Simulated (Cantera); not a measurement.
Thermodynamics of boron, boron nitride and boron oxide, feed borazine + H2 + O2

Feed: 1 mol borazine, 110 mol H2, 0.17 mol O2, at 2373.15 K and 0.0100 bar.

These are equilibrium values from Cantera (NASA tables, ideal gas, pure condensed phases), not measurements of a reactor. Candidate condensed phases: B, BN, B2O3, B3O3H3, H2O; 39 gas species. The feed counts by its element totals alone. The tables' values for BH2 are old estimates; treat these amounts as uncertain. The numbers say what is thermodynamically allowed, not how fast it happens.

The x(H2) is 0.851. The x(H) is 0.129 and the x(N2) is 0.0122. The x(B) is 0.00240, the x(BH2) is 0.00234 and the x(BO) is 0.00167. The x(HBO) is 0.00104, the x(BH) is 0.000160 and the x(B2O) is 5.24e-5. The n(B(l)) comes out as 2.05 mol and the gas amount comes out as 123.0 mol.
